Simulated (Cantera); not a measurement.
Input: 1 mol Si, 6.1 mol F2, 69 mol N2, at 29.0 mbar.

Method: chemical equilibrium by Gibbs-energy minimisation in Cantera with the NASA 1993 tables (ideal gas, pure condensed phases). Candidate condensed phases: Si, Si3N4; 16 gas species. Kinetics and transport are ignored.

Q: At 775 K, list the 5 most abundant gas species with their mole fractions, and the condensed phases.

A: N2 0.932, F2 0.0397, SiF4 0.0136, NF3 0.00845, F 0.00654. Condensed: gas only.
